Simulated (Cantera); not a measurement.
# Low-pressure radical oxidation in H2/O2

An isothermal, constant-pressure homogeneous reactor starts with H2 : O2 = 0.12 : 1 (molar parts), equivalence ratio 0.060, at 1223 K and 0.0132 atm.

Cantera simulation using GRI-Mech 3.0 (53 species, 325 reactions); the numbers are that mechanism's predictions, not measurements. Radical loss at walls, strong at low pressure, is not modelled. The temperature is held fixed by assumption; the heat of reaction is taken as removed at once.

```
t (s)         x H2   x O2    x HO2    x H2O    x H2O2       x H      x OH
--------  --------  -----  -------  -------  --------  --------  --------
0.000100     0.107  0.893  1.35e-8  9.25e-9  7.10e-12   1.24e-8   7.41e-9
0.000219     0.107  0.893  2.97e-8  9.45e-8  3.41e-11   5.97e-8   4.26e-8
0.000481     0.107  0.893  7.05e-8  2.85e-6  1.67e-10   1.36e-6   1.01e-6
0.00106      0.104  0.891  2.51e-6  0.00241   6.96e-9   0.00112  0.000816
0.00232    0.00377  0.821  5.67e-6   0.0867   1.83e-7    0.0267   0.00724
0.00509    0.00289  0.828  5.61e-6   0.0914   1.68e-7    0.0214   0.00646
0.0112     0.00228  0.843  5.55e-6   0.0973   1.80e-7    0.0142   0.00578
0.0245     0.00135  0.862  5.10e-6    0.105   1.89e-7   0.00611   0.00448
0.0537    0.000511  0.878  3.80e-6    0.110   1.68e-7   0.00136   0.00277
0.118     0.000130  0.884  1.99e-6    0.112   1.13e-7  0.000173   0.00140
0.259      2.93e-5  0.886  7.44e-7    0.113   5.93e-8   1.85e-5  0.000667
0.568      7.12e-6  0.887  2.43e-7    0.113   2.78e-8   2.25e-6  0.000331
1.25       2.00e-6  0.887  8.18e-8    0.113   1.26e-8   3.39e-7  0.000176
2.73       6.49e-7  0.887  3.16e-8    0.113   5.66e-9   6.30e-8  0.000101
6.00       2.34e-7  0.887  1.63e-8    0.113   2.56e-9   1.38e-8   6.06e-5
```
x: mole fraction; the columns are a selection and need not sum to one.

Equilibrium at this temperature and pressure: H2 2.13e-8, O2 0.887, HO2 1.84e-8, H2O 0.113, H2O2 3.61e-10, H 3.83e-10, OH 1.83e-5 (gas phase only).
